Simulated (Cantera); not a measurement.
Feed: 1 mol SiC, 0.87 mol H₂, 0.027 mol Si, held at 1873.15 K and 0.133 bar.

These are equilibrium values from Cantera (NASA tables, ideal gas, pure condensed phases), not measurements of a reactor. Candidate condensed phases: C, C₆H₆, C₇H₈, C₈H₁₈, Si, SiC; 87 gas species. Mutual solubility and eutectic melting of coexisting phases are not modelled. Gases not in the tables: Si₂H₆ and higher silanes. The numbers say what is thermodynamically allowed, not how fast it happens.

Base state: H₂ 0.998, H 0.00177, Si 6.63e-5, SiH₂ 4.90e-5, SiH 2.25e-5 (mole fractions); condensed: Si(l) + SiC(s).

**Question.** What changes in the equilibrium state with this change: pressure from 0.133 bar to 0.0133 bar?

**Answer.** 
```json
[
 {"species": "H₂", "before": "0.998", "after": "0.994"},
 {"species": "H", "before": "0.00177", "after": "0.00558"},
 {"species": "Si", "before": "6.63e-5", "after": "0.000663"},
 {"species": "Si₂C", "before": "1.02e-6", "after": "1.02e-5"},
 {"species": "SiH", "before": "2.25e-5", "after": "7.11e-5"},
 {"species": "SiH₂", "before": "4.90e-5", "after": "4.88e-5"},
 {"species": "Si(l), mol", "before": "0.0269", "after": "0.0263"},
 {"species": "SiC(s), mol", "before": "1.000", "after": "1.000"}
]
```
